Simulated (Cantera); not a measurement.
Cantera run, input and output.

```python
import numpy as np
import cantera as ct

gas = ct.Solution("gri30.yaml")
gas.TPX = 1750, 580, {'C2H6': 1, 'H2': 13}
reactor = ct.IdealGasConstPressureReactor(gas, energy="off", clone=False)
net = ct.ReactorNet([reactor])
net.rtol, net.atol = 1e-08, 1e-18
show = ['C2H6', 'H2', 'CH3', 'C2H2', 'CH4', 'CH2', 'C2H4']
times = np.geomspace(9e-05, 5, 13)

steps = ct.SolutionArray(gas, extra=["t"])
rows = []
print(f"{'t/s':>10s}{'T/K':>9s}{'P/Pa':>11s}" + "".join(f"{s:>11s}" for s in show))
for t in times:
    while net.time < t:
        t_next = net.step()
        steps.append(gas.state, t=t_next)
    rows.append([np.interp(t, steps.t, y) for y in (steps.T, steps.P, *steps(*show).X.T)])
    print(f"{t:10.3e}{rows[-1][0]:9.1f}{rows[-1][1]:11.4g}" + "".join(f"{x:11.3e}" for x in rows[-1][2:]))
rate = np.gradient(steps.T, steps.t)
print("integrator steps:", len(steps.t))
if steps.T.max() > steps.T[0] + 200:
    print(f"time of steepest temperature rise: {steps.t[rate.argmax()]:.4e} s")
gas.TPX = 1750, 580, {'C2H6': 1, 'H2': 13}
gas.equilibrate("TP")
print(f"equilibrium (TP): T = {gas.T:.1f} K  " + "  ".join(f"{s} {gas[s].X[0]:.3e}" for s in show))
```

Result:

```
       t/s      T/K       P/Pa       C2H6         H2        CH3       C2H2        CH4        CH2       C2H4
 9.000e-05   1750.0        580  6.102e-02  9.204e-01  9.270e-03  2.874e-06  4.546e-03  5.664e-06  1.245e-03
 2.237e-04   1750.0        580  3.871e-02  9.050e-01  1.929e-02  1.970e-04  2.220e-02  2.738e-05  7.689e-03
 5.559e-04   1750.0        580  4.754e-03  8.767e-01  2.256e-02  3.918e-03  6.738e-02  4.893e-05  1.397e-02
 1.382e-03   1750.0        580  1.073e-04  8.781e-01  1.453e-02  1.459e-02  7.675e-02  3.398e-05  7.321e-03
 3.434e-03   1750.0        580  6.388e-05  8.851e-01  9.349e-03  2.243e-02  7.437e-02  2.016e-05  2.998e-03
 8.535e-03   1750.0        580  3.750e-05  8.916e-01  5.812e-03  2.782e-02  6.948e-02  1.118e-05  1.460e-03
 2.121e-02   1750.0        580  1.999e-05  8.977e-01  3.504e-03  3.240e-02  6.301e-02  5.751e-06  8.292e-04
 5.272e-02   1750.0        580  1.053e-05  9.034e-01  2.228e-03  3.676e-02  5.525e-02  3.144e-06  4.731e-04
 1.310e-01   1750.0        580  5.993e-06  9.097e-01  1.605e-03  4.170e-02  4.509e-02  2.192e-06  2.798e-04
 3.257e-01   1750.0        580  3.009e-06  9.178e-01  1.157e-03  4.818e-02  3.104e-02  1.778e-06  1.439e-04
 8.094e-01   1750.0        580  9.459e-07  9.262e-01  6.832e-04  5.503e-02  1.608e-02  1.309e-06  5.191e-05
 2.012e+00   1750.0        580  1.667e-07  9.316e-01  3.107e-04  5.961e-02  6.058e-03  7.825e-07  1.837e-05
 5.000e+00   1750.0        580  1.925e-08  9.337e-01  1.135e-04  6.152e-02  1.885e-03  3.537e-07  1.203e-05
integrator steps: 1298
equilibrium (TP): T = 1750.0 K  C2H6 1.029e-10  H2 9.346e-01  CH3 7.116e-06  C2H2 6.234e-02  CH4 1.106e-04  CH2 2.444e-08  C2H4 1.120e-05
```

Cantera simulation using GRI-Mech 3.0 (53 species, 325 reactions); the numbers are that mechanism's predictions, not measurements. GRI-Mech 3.0 stops at C3 and has no aromatics, soot or wall deposition, so with more carbon than oxygen in the feed, carbon stays in small species such as C2H2 where larger ones or solid carbon would form. Radical loss at walls, strong at low pressure, is not modelled.
